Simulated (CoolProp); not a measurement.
Vapour-liquid equilibrium of R134a (1) + dimethyl ether (2) at 239 K; x and y are mole fractions of (1).

Values from CoolProp's multi-fluid Helmholtz-energy mixture model, Tillner-Roth 1994 and Wu 2011; pair parameters Bell 2016.

```json
[
 {"x": "0.05", "bubble pressure (MPa)": "0.06513", "y at the bubble point": "0.037", "dew pressure at overall composition x (MPa)": "0.06480", "liquid density (mol/L)": "16.10"},
 {"x": "0.15", "bubble pressure (MPa)": "[?]", "y at the bubble point": "0.124", "dew pressure at overall composition x (MPa)": "0.06298", "liquid density (mol/L)": "15.84"},
 {"x": "0.25", "bubble pressure (MPa)": "0.06213", "y at the bubble point": "0.227", "dew pressure at overall composition x (MPa)": "0.06195", "liquid density (mol/L)": "15.59"},
 {"x": "0.35", "bubble pressure (MPa)": "0.06151", "y at the bubble point": "[?]", "dew pressure at overall composition x (MPa)": "0.06149", "liquid density (mol/L)": "15.33"},
 {"x": "0.45", "bubble pressure (MPa)": "0.06150", "y at the bubble point": "0.459", "dew pressure at overall composition x (MPa)": "0.06148", "liquid density (mol/L)": "15.08"},
 {"x": "0.55", "bubble pressure (MPa)": "[?]", "y at the bubble point": "0.577", "dew pressure at overall composition x (MPa)": "0.06188", "liquid density (mol/L)": "14.82"},
 {"x": "0.65", "bubble pressure (MPa)": "0.06310", "y at the bubble point": "[?]", "dew pressure at overall composition x (MPa)": "0.06268", "liquid density (mol/L)": "14.57"},
 {"x": "0.75", "bubble pressure (MPa)": "0.06451", "y at the bubble point": "0.790", "dew pressure at overall composition x (MPa)": "0.06390", "liquid density (mol/L)": "14.33"},
 {"x": "0.85", "bubble pressure (MPa)": "0.06618", "y at the bubble point": "0.881", "dew pressure at overall composition x (MPa)": "0.06556", "liquid density (mol/L)": "14.09"},
 {"x": "0.95", "bubble pressure (MPa)": "0.06803", "y at the bubble point": "0.963", "dew pressure at overall composition x (MPa)": "0.06772", "liquid density (mol/L)": "13.85"}
]
```

What belongs in the gaps?


- 0.15, bubble pressure (MPa): 0.06337
- 0.35, y at the bubble point: 0.341
- 0.55, bubble pressure (MPa): 0.06206
- 0.65, y at the bubble point: 0.688

y crosses x between x = 0.35 and 0.45: the model has an azeotrope there.

Pair parameters are fitted to limited data, so mixtures are less certain than the pure fluids.
